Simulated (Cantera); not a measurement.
What does this Cantera script print?

```python
import numpy as np
import cantera as ct

gas = ct.Solution("h2o2.yaml")
gas.TPX = 1250, 210, {'H2': 0.47, 'O2': 1}
inlet = ct.Reservoir(gas, clone=True)

reactor = ct.IdealGasConstPressureReactor(gas, energy="off", clone=False)
exhaust = ct.Reservoir(gas, clone=True)
tau = [4.1, 1.7, 0.72, 0.31, 0.13, 0.055, 0.023, 0.0097, 0.0041, 0.0017][0]
for a, b in ((inlet, reactor), (reactor, exhaust)):
    ct.MassFlowController(a, b, mdot=lambda t: reactor.mass / tau)
net = ct.ReactorNet([reactor])
show = ['H2', 'O2', 'H2O2', 'H', 'OH', 'H2O', 'HO2']

rows = []
print(f"{'tau/s':>10s}{'T/K':>9s}" + "".join(f"{s:>11s}" for s in show))
for tau in [4.1, 1.7, 0.72, 0.31, 0.13, 0.055, 0.023, 0.0097, 0.0041, 0.0017]:
    net.initial_time = 0.0
    net.advance(30 * tau)
    before = gas.X
    net.advance(40 * tau)
    drift = np.max(np.abs(gas.X - before) / (gas.X + 1e-9))
    rows.append([gas.T, *gas[show].X, drift])
    print(f"{tau:10.3e}{gas.T:9.1f}" + "".join(f"{x:11.3e}" for x in gas[show].X))
```

Result:

```
     tau/s      T/K         H2         O2       H2O2          H         OH        H2O        HO2
 4.100e+00   1250.0  4.347e-03  6.043e-01  1.034e-07  8.121e-03  7.272e-03  3.620e-01  1.630e-06
 1.700e+00   1250.0  7.315e-03  5.937e-01  1.058e-07  1.832e-02  9.365e-03  3.473e-01  1.742e-06
 7.200e-01   1250.0  1.139e-02  5.775e-01  9.826e-08  3.750e-02  1.153e-02  3.233e-01  1.734e-06
 3.100e-01   1250.0  1.581e-02  5.571e-01  8.444e-08  6.560e-02  1.331e-02  2.915e-01  1.626e-06
 1.300e-01   1250.0  1.960e-02  5.381e-01  7.169e-08  9.473e-02  1.443e-02  2.604e-01  1.488e-06
 5.500e-02   1250.0  2.282e-02  5.272e-01  6.535e-08  1.138e-01  1.506e-02  2.395e-01  1.394e-06
 2.300e-02   1250.0  2.749e-02  5.244e-01  6.496e-08  1.233e-01  1.568e-02  2.258e-01  1.342e-06
 9.700e-03   1250.0  3.677e-02  5.288e-01  6.983e-08  1.260e-01  1.658e-02  2.130e-01  1.310e-06
 4.100e-03   1250.0  5.642e-02  5.411e-01  7.873e-08  1.220e-01  1.770e-02  1.939e-01  1.266e-06
 1.700e-03   1250.0  9.837e-02  5.656e-01  8.454e-08  1.060e-01  1.798e-02  1.595e-01  1.169e-06
```

Computed with Cantera and the H2/O2 subset of GRI-Mech 3.0, which has no nitrogen chemistry. Radical loss at walls, strong at low pressure, is not modelled. The temperature is held fixed by assumption; the heat of reaction is taken as removed at once.
